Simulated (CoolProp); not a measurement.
A simple Rankine cycle with water: condensing at 314.15 K, boiler at 0.127 MPa, turbine inlet 419.7 K, turbine efficiency 0.9, pump efficiency 0.8, no recuperator. Each further row changes one setting.

Model: reference Helmholtz-energy equation of state, Wagner 2002, in CoolProp.

```csv
case,thermal efficiency (%),net work (kJ/kg),heat in (kJ/kg),turbine exit temperature (K),volume ratio over the turbine
as stated,14.9,386,2600,314.1,___
turbine inlet 439.7 K,15.0,395,2640,314.1,10.9
condensing temperature 306.15 K,16.6,436,2630,306.1,16.8
boiler pressure 0.0889 MPa,13.1,340,2600,314.1,8.07
turbine efficiency 0.8,___,343,2600,314.1,___
```

Q: Complete the blanks.

A: 
- as stated, volume ratio over the turbine: 11.3
- turbine efficiency 0.8, thermal efficiency (%): 13.2
- turbine efficiency 0.8, volume ratio over the turbine: 11.5

The expansion ends wet for: as stated; turbine inlet 439.7 K; condensing temperature 306.15 K; boiler pressure 0.0889 MPa; turbine efficiency 0.8.
